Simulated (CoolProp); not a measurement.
A Linde-Hampson liquefier for ethylene: isothermal reversible compression at 320 K from 1 atm to 40 MPa, throttling to 1 atm, return gas leaving the recuperator 10 K below the feed. Each further row changes one setting.

Values from CoolProp's reference Helmholtz-energy equation of state, Smukala 2000.

```tsv
case	liquid yield per pass	compression work (kJ/kg of gas)
as stated	___	468
high pressure 80 MPa	0.370	___
warm-end temperature 350 K	0.347	___
warm-end gap 15 K	___	468
```

Q: What belongs in the gaps?

A: 
- as stated, liquid yield per pass: 0.414
- high pressure 80 MPa, compression work (kJ/kg of gas): 554
- warm-end temperature 350 K, compression work (kJ/kg of gas): 539
- warm-end gap 15 K, liquid yield per pass: 0.407
